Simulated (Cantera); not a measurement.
**Pyrogenic steam for wet oxidation**

An isothermal, constant-pressure homogeneous reactor starts with 18.3 % H2, 28.2 % O2, 53.5 % N2, at 1300 K and 0.330 bar.

Detailed kinetics in Cantera: the H2/O2 subset of GRI-Mech 3.0, which has no nitrogen chemistry. The temperature is held fixed by assumption; the heat of reaction is taken as removed at once.

| t (s) | x H2 | x O2 | x H2O | x HO2 | x H2O2 | x H | x OH |
|---|---|---|---|---|---|---|---|
| 0.000100 | 0.0132 | 0.200 | 0.155 | 5.58e-5 | 4.22e-6 | 0.0374 | 0.00847 |
| 0.000255 | 0.00271 | 0.207 | 0.195 | 4.77e-5 | 3.58e-6 | 0.00253 | 0.00349 |
| 0.000652 | 0.000314 | 0.209 | 0.200 | 1.64e-5 | 1.32e-6 | 8.39e-5 | 0.00109 |
| 0.00166 | 4.21e-5 | 0.209 | 0.201 | 3.51e-6 | 4.27e-7 | 4.63e-6 | 0.000422 |
| 0.00425 | 7.77e-6 | 0.209 | 0.201 | 8.47e-7 | 1.47e-7 | 4.54e-7 | 0.000197 |
| 0.0108 | 1.94e-6 | 0.209 | 0.201 | 2.51e-7 | 5.38e-8 | 6.62e-8 | 0.000104 |
| 0.0277 | 5.95e-7 | 0.209 | 0.202 | 9.23e-8 | 2.07e-8 | 1.23e-8 | 5.94e-5 |
| 0.0706 | 2.13e-7 | 0.209 | 0.202 | 4.80e-8 | 8.46e-9 | 2.78e-9 | 3.60e-5 |
| 0.180 | 9.62e-8 | 0.209 | 0.202 | 3.96e-8 | 4.11e-9 | 8.65e-10 | 2.41e-5 |
| 0.460 | 6.89e-8 | 0.209 | 0.202 | 4.01e-8 | 2.99e-9 | 5.24e-10 | 2.00e-5 |
| 1.18 | 6.70e-8 | 0.209 | 0.202 | 4.02e-8 | 2.90e-9 | 5.02e-10 | 1.97e-5 |
| 3.00 | 6.70e-8 | 0.209 | 0.202 | 4.02e-8 | 2.90e-9 | 5.02e-10 | 1.97e-5 |
x: mole fraction; the columns are a selection and need not sum to one.

Equilibrium at this temperature and pressure: H2 6.70e-8, O2 0.209, H2O 0.202, HO2 4.02e-8, H2O2 2.90e-9, H 5.02e-10, OH 1.97e-5 (gas phase only).
